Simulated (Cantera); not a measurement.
Charge: 1 mol SO2, 0.038 mol H2, 0.67 mol N2, 6.9 mol H2O, at 2900 K and 0.133 bar.

Method: chemical equilibrium by Gibbs-energy minimisation in Cantera with the NASA 1993 tables (ideal gas, pure condensed phases). Candidate condensed phases: H2O, H2SO4, S; 35 gas species. Rates play no part.

Base state: H2O 0.382, H2 0.137, H 0.116, OH 0.0997, SO2 0.0593, O2 0.0587, N2 0.0575, O 0.0527 (mole fractions); condensed: gas only.

What changes in the equilibrium state with this change: temperature from 2900 K to 3323.15 K?


```csv
species,before,after
H,0.116,0.357
O,0.0527,0.192
H2,0.137,0.113
H2O,0.382,0.0785
S,0.00277,0.0148
SO2,0.0593,0.0130
N2,0.0575,0.0371
SO,0.0276,0.0317
O2,0.0587,0.0517
OH,0.0997,0.103
N,4.70e-6,4.83e-5
S2,2.93e-5,8.22e-5
```

What changes in the equilibrium state with this change: SO2 replaced by N2O?


```json
[
 {"species": "H2O", "before": "0.382", "after": "0.380"},
 {"species": "N2", "before": "0.0575", "after": "0.142"},
 {"species": "H2", "before": "0.137", "after": "0.123"},
 {"species": "SO2", "before": "0.0593", "after": "0"},
 {"species": "SO", "before": "0.0276", "after": "0"},
 {"species": "NO", "before": "0.00602", "after": "0.0104"},
 {"species": "O2", "before": "0.0587", "after": "0.0713"},
 {"species": "O", "before": "0.0527", "after": "0.0581"},
 {"species": "H", "before": "0.116", "after": "0.111"},
 {"species": "OH", "before": "0.0997", "after": "0.104"},
 {"species": "S", "before": "0.00277", "after": "0"},
 {"species": "SH", "before": "0.000563", "after": "0"}
]
```

What changes in the equilibrium state with this change: pressure from 0.133 bar to 0.000130 bar?


| species | before | after |
|---|---|---|
| H | 0.116 | 0.565 |
| O | 0.0527 | 0.356 |
| S | 0.00277 | 0.0388 |
| H2O | 0.382 | 5.79e-5 |
| SO2 | 0.0593 | 3.61e-5 |
| H2 | 0.137 | 0.00314 |
| OH | 0.0997 | 0.00319 |
| O2 | 0.0587 | 0.00262 |
| SO | 0.0276 | 0.00255 |
| N2 | 0.0575 | 0.0273 |
| HO2 | 1.60e-5 | 3.38e-9 |
| H2S | 2.95e-5 | 9.25e-9 |
| N | 4.70e-6 | 0.000103 |
